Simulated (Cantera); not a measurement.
**Equilibrium for metals in furnace atmospheres: Ti + O2 + CO**

Input: 1 mol Ti, 0.0083 mol O2, 12 mol CO, at 1330 Pa.

Cantera equilibrium calculation (NASA polynomials, part measured and part estimated; ideal gas, pure solids and liquids). Candidate condensed phases: C, Ti, TiC, TiO, TiO2, Ti2O3, Ti3O5, Ti4O7; 15 gas species. Mutual solubility and eutectic melting of coexisting phases are not modelled. TiC: taken at fixed stoichiometry. Condensed phases not in the tables: Magnéli phases beyond Ti4O7. The numbers say what is thermodynamically allowed, not how fast it happens.

```json
[
 {"T (K)": "675", "log p CO": "-3.00", "log p CO2": "-1.91", "log p TiO": "<-13", "log p Ti": "<-13", "n C(graphite)": "6.79", "n TiO2(rutile)": "1.00", "n Ti4O7(s)": "0", "n Ti3O5(s)": "0", "n TiC(s)": "0", "n Ti2O3(s)": "0"},
 {"T (K)": "775", "log p CO": "-2.24", "log p CO2": "-2.12", "log p TiO": "<-13", "log p Ti": "<-13", "n C(graphite)": "5.61", "n TiO2(rutile)": "1.00", "n Ti4O7(s)": "0", "n Ti3O5(s)": "0", "n TiC(s)": "0", "n Ti2O3(s)": "0"},
 {"T (K)": "875", "log p CO": "-1.93", "log p CO2": "-2.82", "log p TiO": "<-13", "log p Ti": "<-13", "n C(graphite)": "3.00", "n TiO2(rutile)": "1.00", "n Ti4O7(s)": "0", "n Ti3O5(s)": "0", "n TiC(s)": "0", "n Ti2O3(s)": "0"},
 {"T (K)": "975", "log p CO": "-1.88", "log p CO2": "-3.78", "log p TiO": "<-13", "log p Ti": "<-13", "n C(graphite)": "2.11", "n TiO2(rutile)": "1.00", "n Ti4O7(s)": "0", "n Ti3O5(s)": "0", "n TiC(s)": "0", "n Ti2O3(s)": "0"},
 {"T (K)": "1075", "log p CO": "-1.88", "log p CO2": "-4.62", "log p TiO": "<-13", "log p Ti": "<-13", "n C(graphite)": "2.00", "n TiO2(rutile)": "1.00", "n Ti4O7(s)": "0", "n Ti3O5(s)": "0", "n TiC(s)": "0", "n Ti2O3(s)": "0"},
 {"T (K)": "1175", "log p CO": "-1.88", "log p CO2": "-5.32", "log p TiO": "<-13", "log p Ti": "<-13", "n C(graphite)": "1.74", "n TiO2(rutile)": "0", "n Ti4O7(s)": "0.250", "n Ti3O5(s)": "0", "n TiC(s)": "0", "n Ti2O3(s)": "0"},
 {"T (K)": "1275", "log p CO": "-1.88", "log p CO2": "-5.90", "log p TiO": "<-13", "log p Ti": "<-13", "n C(graphite)": "1.65", "n TiO2(rutile)": "0", "n Ti4O7(s)": "0", "n Ti3O5(s)": "0.333", "n TiC(s)": "0", "n Ti2O3(s)": "0"},
 {"T (K)": "1375", "log p CO": "-1.88", "log p CO2": "-6.12", "log p TiO": "-13.72", "log p Ti": "<-13", "n C(graphite)": "0", "n TiO2(rutile)": "0", "n Ti4O7(s)": "0", "n Ti3O5(s)": "0", "n TiC(s)": "0.594", "n Ti2O3(s)": "0.203"},
 {"T (K)": "1475", "log p CO": "-1.88", "log p CO2": "-6.14", "log p TiO": "-12.04", "log p Ti": "<-13", "n C(graphite)": "0", "n TiO2(rutile)": "0", "n Ti4O7(s)": "0", "n Ti3O5(s)": "0", "n TiC(s)": "0.594", "n Ti2O3(s)": "0.203"},
 {"T (K)": "1575", "log p CO": "-1.88", "log p CO2": "-6.17", "log p TiO": "-10.58", "log p Ti": "-12.64", "n C(graphite)": "0", "n TiO2(rutile)": "0", "n Ti4O7(s)": "0", "n Ti3O5(s)": "0", "n TiC(s)": "0.594", "n Ti2O3(s)": "0.203"},
 {"T (K)": "1675", "log p CO": "-1.88", "log p CO2": "-6.19", "log p TiO": "-9.30", "log p Ti": "-11.05", "n C(graphite)": "0", "n TiO2(rutile)": "0", "n Ti4O7(s)": "0", "n Ti3O5(s)": "0", "n TiC(s)": "0.594", "n Ti2O3(s)": "0.203"},
 {"T (K)": "1775", "log p CO": "-1.88", "log p CO2": "-6.21", "log p TiO": "-8.17", "log p Ti": "-9.65", "n C(graphite)": "0", "n TiO2(rutile)": "0", "n Ti4O7(s)": "0", "n Ti3O5(s)": "0", "n TiC(s)": "0.594", "n Ti2O3(s)": "0.203"}
]
```
log p: log10 of the partial pressure in bar; n: condensed amount in mol.

From 675 K to 1075 K the condensed part is C(graphite) + TiO2(rutile). At 1175 K the condensed part is C(graphite) + Ti4O7(s). At 1275 K the condensed part is C(graphite) + Ti3O5(s). From 1375 K to 1775 K the condensed part is TiC(s) + Ti2O3(s).
